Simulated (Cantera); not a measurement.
Input (Python, Cantera):

```python
import numpy as np
import cantera as ct

gas = ct.Solution("gri30.yaml")
gas.TPX = 1350, 170000, {'CH4': 1, 'O2': 0.952, 'N2': 9.05}
reactor = ct.IdealGasConstPressureReactor(gas, energy="on", clone=False)
net = ct.ReactorNet([reactor])
net.rtol, net.atol = 1e-08, 1e-16
show = ['CH4', 'O2', 'C2H', 'HCN', 'HO2', 'NO2', 'H2O2']
times = np.geomspace(2e-06, 0.4, 14)

steps = ct.SolutionArray(gas, extra=["t"])
rows = []
print(f"{'t/s':>10s}{'T/K':>9s}{'P/Pa':>11s}" + "".join(f"{s:>11s}" for s in show))
for t in times:
    while net.time < t:
        t_next = net.step()
        steps.append(gas.state, t=t_next)
    rows.append([np.interp(t, steps.t, y) for y in (steps.T, steps.P, *steps(*show).X.T)])
    print(f"{t:10.3e}{rows[-1][0]:9.1f}{rows[-1][1]:11.4g}" + "".join(f"{x:11.3e}" for x in rows[-1][2:]))
rate = np.gradient(steps.T, steps.t)
print("integrator steps:", len(steps.t))
if steps.T.max() > steps.T[0] + 200:
    print(f"time of steepest temperature rise: {steps.t[rate.argmax()]:.4e} s")
gas.TPX = 1350, 170000, {'CH4': 1, 'O2': 0.952, 'N2': 9.05}
gas.equilibrate("HP")
print(f"equilibrium (HP): T = {gas.T:.1f} K  " + "  ".join(f"{s} {gas[s].X[0]:.3e}" for s in show))
```

Output:

```
       t/s      T/K       P/Pa        CH4         O2        C2H        HCN        HO2        NO2       H2O2
 2.000e-06   1350.0    1.7e+05  9.089e-02  8.653e-02  3.214e-33  1.742e-22  1.508e-08  5.035e-26  5.300e-11
 5.114e-06   1350.0    1.7e+05  9.089e-02  8.653e-02  3.962e-31  1.202e-21  3.832e-08  1.512e-24  3.263e-10
 1.308e-05   1350.0    1.7e+05  9.089e-02  8.653e-02  4.504e-29  8.183e-21  9.631e-08  3.359e-23  1.837e-09
 3.345e-05   1350.0    1.7e+05  9.089e-02  8.653e-02  5.922e-27  5.660e-20  2.354e-07  7.095e-22  8.520e-09
 8.553e-05   1350.0    1.7e+05  9.089e-02  8.653e-02  9.986e-25  4.245e-19  5.334e-07  1.694e-20  2.833e-08
 2.187e-04   1350.0    1.7e+05  9.089e-02  8.653e-02  2.295e-22  3.763e-18  9.612e-07  4.783e-19  6.039e-08
 5.593e-04   1350.0    1.7e+05  9.086e-02  8.652e-02  5.676e-20  3.854e-17  9.536e-07  1.120e-17  6.291e-08
 1.430e-03   1350.3    1.7e+05  9.077e-02  8.646e-02  4.643e-18  2.759e-16  1.165e-06  1.968e-16  7.728e-08
 3.658e-03   1351.9    1.7e+05  9.037e-02  8.624e-02  1.986e-16  1.494e-15  2.429e-06  4.354e-15  1.741e-07
 9.353e-03   1363.9    1.7e+05  8.763e-02  8.449e-02  4.327e-14  3.004e-14  8.232e-06  2.621e-13  7.265e-07
 2.392e-02   1949.0    1.7e+05  1.682e-03  1.374e-08  2.804e-07  1.919e-05  1.137e-11  2.327e-12  2.321e-11
 6.117e-02   1937.1    1.7e+05  7.166e-04  8.221e-09  4.453e-08  2.285e-05  5.868e-12  4.570e-12  1.247e-11
 1.564e-01   1931.5    1.7e+05  6.030e-05  6.658e-09  8.706e-10  1.087e-05  4.606e-12  7.344e-12  9.921e-12
 4.000e-01   1931.1    1.7e+05  4.371e-09  6.794e-09  9.711e-15  1.664e-06  4.698e-12  5.817e-12  1.014e-11
integrator steps: 2282
time of steepest temperature rise: 1.5989e-02 s
equilibrium (HP): T = 1931.2 K  CH4 2.661e-10  O2 6.811e-09  C2H 1.536e-18  HCN 1.194e-07  HO2 4.708e-12  NO2 5.065e-13  H2O2 1.016e-11
```

Computed with Cantera and GRI-Mech 3.0 (53 species, 325 reactions).
